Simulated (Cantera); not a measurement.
Thermodynamics of abatement and gas-phase synthesis, feed S + O₂

Input: 1 mol S, 0.12 mol O₂, equilibrated at 2727 °C and 11.0 bar.

These are equilibrium values from Cantera (NASA tables, ideal gas, pure condensed phases), not measurements of a reactor. Candidate condensed phases: S; 10 gas species. Equilibrium is a limit: real reactors are often held back by kinetics, nucleation or transport.

```
Quantity                              Value
-------------------------------  ----------
x(S₂)                                 0.644
x(SO)                                 0.174
x(SO₂)                                0.103
x(S)                                 0.0612
x(S₂O)                               0.0174
x(O)                               0.000382
x(O₂)                              0.000125
x(SO₃)                              3.42e-6
gas amount                       0.6022 mol
log10 activity of S(l) (absent)       -1.45
```
